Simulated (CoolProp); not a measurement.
Vapour-liquid equilibrium of R13 (1) + CHF3 (R23) (2) at 0.0435 MPa; x and y are mole fractions of (1).

Values from CoolProp's multi-fluid Helmholtz-energy mixture model, Platzer 1990 and Penoncello 2003; pair parameters Bell 2016. This equation is an older, rougher fit; its heat capacities, sound speeds and derivatives of the liquid may be far off and weren't checked against measurements.

### Question
Give the bubble temperature and the first vapour's composition at x = 0.05, 0.2, 0.8. Is there an azeotrope?

### Answer
x = 0.05: 175.6 K, y = 0.174; x = 0.2: 172.8 K, y = 0.394; x = 0.8: 172.7 K, y = 0.631. y crosses x between x = 0.5 and 0.65: the model has an azeotrope there.

The pair parameters rest on a limited set of measurements; away from them the model extrapolates.
